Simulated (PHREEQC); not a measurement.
0.3 g of hydrous ferric oxide (600 m²/g; 0.2 weak and 0.005 strong sites per Fe, Dzombak-Morel constants, diffuse double layer) in 1 kg of water with 0.1 mol/kgw of an inert sodium salt and 8.3e-05 mol BaCl2 and 0.0007 mol H3BO3, at 25 °C; the pH is set by adding NaOH or the inert anion's acid. Oxygen is held at 0.21 atm. CO2 from the air is kept out. No solid was allowed to form.

The numbers come from PHREEQC with the ion-association model, wateq4f.dat.

```json
[
 {"pH": "4", "Ba sorbed (%)": "0.0", "B sorbed (%)": "0.0", "surface charge σ (C/m²)": "0.321", "surface potential ψ (mV)": "146"},
 {"pH": "4.5", "Ba sorbed (%)": "0.0", "B sorbed (%)": "0.1", "surface charge σ (C/m²)": "0.273", "surface potential ψ (mV)": "138"},
 {"pH": "5", "Ba sorbed (%)": "0.0", "B sorbed (%)": "0.1", "surface charge σ (C/m²)": "0.215", "surface potential ψ (mV)": "126"},
 {"pH": "5.5", "Ba sorbed (%)": "0.0", "B sorbed (%)": "0.2", "surface charge σ (C/m²)": "0.159", "surface potential ψ (mV)": "[?]"},
 {"pH": "6", "Ba sorbed (%)": "0.1", "B sorbed (%)": "0.2", "surface charge σ (C/m²)": "[?]", "surface potential ψ (mV)": "93"},
 {"pH": "6.5", "Ba sorbed (%)": "0.4", "B sorbed (%)": "0.2", "surface charge σ (C/m²)": "0.074", "surface potential ψ (mV)": "[?]"},
 {"pH": "7", "Ba sorbed (%)": "2.0", "B sorbed (%)": "0.2", "surface charge σ (C/m²)": "[?]", "surface potential ψ (mV)": "53"},
 {"pH": "7.5", "Ba sorbed (%)": "[?]", "B sorbed (%)": "0.2", "surface charge σ (C/m²)": "0.024", "surface potential ψ (mV)": "[?]"},
 {"pH": "8", "Ba sorbed (%)": "15.3", "B sorbed (%)": "0.2", "surface charge σ (C/m²)": "0.006", "surface potential ψ (mV)": "[?]"},
 {"pH": "8.5", "Ba sorbed (%)": "19.7", "B sorbed (%)": "0.2", "surface charge σ (C/m²)": "-0.011", "surface potential ψ (mV)": "-15"},
 {"pH": "9", "Ba sorbed (%)": "24.0", "B sorbed (%)": "0.1", "surface charge σ (C/m²)": "-0.030", "surface potential ψ (mV)": "-38"},
 {"pH": "9.5", "Ba sorbed (%)": "40.1", "B sorbed (%)": "0.1", "surface charge σ (C/m²)": "[?]", "surface potential ψ (mV)": "-58"},
 {"pH": "10", "Ba sorbed (%)": "70.9", "B sorbed (%)": "0.0", "surface charge σ (C/m²)": "-0.077", "surface potential ψ (mV)": "-76"}
]
```

Task: Complete the blanks.

Result: 
- 5.5, surface potential ψ (mV): 111
- 6, surface charge σ (C/m²): 0.111
- 6.5, surface potential ψ (mV): 74
- 7, surface charge σ (C/m²): 0.045
- 7.5, Ba sorbed (%): 7.4
- 7.5, surface potential ψ (mV): 31
- 8, surface potential ψ (mV): 9
- 9.5, surface charge σ (C/m²): -0.052

Complexes and solids missing from the database can't appear.
